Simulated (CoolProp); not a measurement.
Vapour-liquid equilibrium of carbon dioxide (1) + CH2F2 (R32) (2) at -51.05 °C; x and y are mole fractions of (1).

Model: multi-fluid Helmholtz-energy mixture model, Span 1996 and Tillner-Roth 1997; pair parameters Bell 2016, in CoolProp.

Problem. Give the bubble pressure and the first vapour's composition at x = 0.05, 0.35, 0.8. Is there an azeotrope?

Solution. x = 0.05: 133.3 kPa, y = 0.248; x = 0.35: 304.8 kPa, y = 0.761; x = 0.8: 545.2 kPa, y = 0.952. No azeotrope shows between x = 0.05 and 0.95.

Pair parameters are fitted to limited data, so mixtures are less certain than the pure fluids.
